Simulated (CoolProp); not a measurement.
A single-stage vapour-compression cycle with propane: evaporating at 247.15 K (dew point), condensing at 315.15 K (bubble point), superheat 8 K, subcooling 8 K, compressor efficiency 0.85, no pressure losses. Each further row changes one setting.

Model: reference Helmholtz-energy equation of state, Lemmon 2009, in CoolProp.

| case | cooling COP | pressure ratio | discharge temperature (K) | refrigerating effect (kJ/kg) | volumetric capacity (kJ/m³) |
|---|---|---|---|---|---|
| as stated | 2.33 | 7.32 | 340.8 | 268 | 1150 |
| evaporating temperature 252.15 K | ? | 6.08 | 338.6 | ? | ? |
| condensing temperature 310.15 K | ? | ? | ? | 281 | 1210 |
| subcooling 13 K | 2.45 | 7.32 | 340.8 | 281 | 1210 |
| superheat 18 K | 2.35 | 7.32 | 350.6 | 283 | ? |
| compressor efficiency 0.75 | 2.05 | 7.32 | 347.9 | 268 | 1150 |

### Question
Fill in the missing entries.

### Answer

- evaporating temperature 252.15 K, cooling COP: 2.63
- evaporating temperature 252.15 K, refrigerating effect (kJ/kg): 274
- evaporating temperature 252.15 K, volumetric capacity (kJ/m³): 1400
- condensing temperature 310.15 K, cooling COP: 2.60
- condensing temperature 310.15 K, pressure ratio: 6.52
- condensing temperature 310.15 K, discharge temperature (K): 335.3
- superheat 18 K, volumetric capacity (kJ/m³): 1160
